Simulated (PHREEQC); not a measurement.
A PHREEQC input (ion-association model, phreeqc.dat):

```
SOLUTION 1
  temp 76
  units mg/L
  pH 7.13
  pe 9.4
  Na 11.4
  K 8.38
  Ca 15.4
  Mg 3.79
  Cl 3.44
  S(6) 2.81 as SO4
  Alkalinity 97.7 as HCO3
  Ba 0.727
END
USE solution 1
EQUILIBRIUM_PHASES 1
  CO2(g -2.5 10
END
```

It stops with these messages:

```
ERROR: Phase not found in database, CO2(g.
ERROR: Calculations terminating due to input errors.
```

The fault: the phase CO2(g) misspelt. The line should read `CO2(g)` where the input has `CO2(g`. With the mend the run ends at pH 7.86 and ionic strength 0.00227 mol/kgw.
